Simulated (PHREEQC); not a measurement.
Solution (25 °C): 0.0041 mol/kgw PbCl2 and 0.00078 mol/kgw KBr. Closed to the air; pH follows from the charge balance.

The numbers come from PHREEQC with the ion-association model, phreeqc.dat.

Question: The ionic strength comes out as 0.0116 mol/kgw. What activity coefficients do Pb+2, Cl-, K+, PbCl+, PbBr+ get?

Answer: Pb+2 0.64, Cl- 0.90, K+ 0.89, PbCl+ 0.90, PbBr+ 0.90.

No solid was allowed to form.
